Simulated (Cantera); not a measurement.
An isothermal, constant-pressure homogeneous reactor starts with 33.4 % CH₄, 36.8 % H₂O, 29.8 % H₂, at 1400 K and 0.132 atm.

Model: GRI-Mech 3.0 (53 species, 325 reactions), integrated in Cantera.

**Question.** Predict: x(CH₄) at 5.00 s; x(H₂O) at 5.00 s; x(H₂) at 5.00 s; x(C₂H₆) at 5.00 s; x(CO) at 5.00 s.

**Answer.** 
```json
{
  "x(CH₄) at 5.00 s": "0.267 (gas-phase equilibrium 1.47e-6)",
  "x(H₂O) at 5.00 s": "0.349 (gas-phase equilibrium 0.0179)",
  "x(H₂) at 5.00 s": "0.358 (gas-phase equilibrium 0.782)",
  "x(C₂H₆) at 5.00 s": "8.41e-5 (gas-phase equilibrium <1e-12)",
  "x(CO) at 5.00 s": "0.000467 (gas-phase equilibrium 0.198)"
}
```
